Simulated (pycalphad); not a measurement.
## Effect of Hf content in Ti-Hf-B

CALPHAD calculation (pycalphad, COST 507 light-alloy database (1999)), 1 atm. The data set is of 1999 and partly superseded. Phase fractions are per mole of atoms.

| alloy | liquidus (°C) | first solid | solidus (°C) | phases at 952 °C |
|---|---|---|---|---|
| Ti-21.83Hf-1.838B (wt.%) | 1581 | BM | 1543 | bcc 0.82, BM 0.18 |
| Ti-30.29Hf-1.702B (wt.%) | 1576 | BM | 1544 | bcc 0.82, BM 0.18 |
| Ti-37.62Hf-1.585B (wt.%) | 1572 | BM | 1547 | bcc 0.82, BM 0.18 |

Database names, with the compositions (at.%) that they take in these runs: BM: Ti 48-50 B 50 Hf 0-2.
